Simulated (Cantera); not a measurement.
Feed: 1 mol SiH4, 0.068 mol C2H4, a varied amount of H2, at 2000 K and 2.40 mbar.

Method: chemical equilibrium by Gibbs-energy minimisation in Cantera with the NASA 1993 tables (ideal gas, pure condensed phases). Candidate condensed phases: C, C6H6, C7H8, C8H18, Si, SiC; 87 gas species. Mutual solubility and eutectic melting of coexisting phases are not modelled. Gases not in the tables: Si2H6 and higher silanes. Rates play no part.

x: gas mole fraction; n: condensed amount in mol.

```
n(H2) (mol)   x H2     x H        x Si       x SiH      x Si2C     n Si(l)  n SiC(s)
-----------  -----  ------  ----------  ----------  ----------  ----------  --------
3.6          0.948  0.0323      0.0181    0.000587    0.000497       0.746     0.133
6.1          0.948  0.0323      0.0181    0.000587    0.000497       0.695     0.132
10           0.948  0.0323      0.0181    0.000587    0.000497  (withheld)     0.130
17           0.948  0.0323      0.0181    0.000587    0.000497       0.471     0.126
29           0.948  0.0323      0.0181    0.000587    0.000497       0.224     0.120
49           0.951  0.0324      0.0151    0.000488    0.000413           0     0.114
83           0.958  0.0325     0.00919    0.000299    0.000252           0     0.112
140          0.961  0.0325     0.00559    0.000182    0.000153           0     0.105
240          0.964  0.0326     0.00340    0.000111     9.32e-5           0    0.0756
400          0.965  0.0326  (withheld)  (withheld)  (withheld)           0         0
680          0.966  0.0326     0.00135     4.40e-5     1.67e-5           0         0
1100         0.966  0.0326    0.000845     2.76e-5     5.36e-6           0         0
1900         0.967  0.0326    0.000494     1.61e-5     1.42e-6           0         0
```

### Question
Some entries are withheld; supply them.

### Answer

- 400, x Si: 0.00222
- 400, x SiH: 7.26e-5
- 400, x Si2C: 5.54e-5
- 10, n Si(l): 0.615
